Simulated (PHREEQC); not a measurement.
# Brine

Solution (20 °C): 1.4 mol/kgw K2CO3, 0.012 mol/kgw H3BO3 and 0.00019 mol/kgw H4SiO4. Closed to the air; pH follows from the charge balance.

Computed with PHREEQC (Pitzer model, pitzer.dat).

| Property | Value |
|---|---|
| pH | 11.77 |
| ionic strength | 4.18 mol/kgw |
| activity of water | 0.938 |
| density | 1.146 g/cm³ |
| osmotic coefficient | 0.840 |
| total alkalinity | 2800 meq/kg |

| species | molality | activity | log γ |
|---|---|---|---|
| K+ | 2.80 | 1.26 | -0.347 |
| CO3-2 | 1.39 | 0.177 | -0.895 |
| HCO3- | 0.0150 | 0.00723 | -0.318 |
| B(OH)4- | 0.0120 | 0.00649 | -0.265 |
| OH- | 0.00282 | 0.00381 | 0.131 |
| H3SiO4- | 0.000128 | 5.24e-5 | -0.388 |

No solid was allowed to form. In brines, pH and single-ion activities rest on the MacInnes convention.
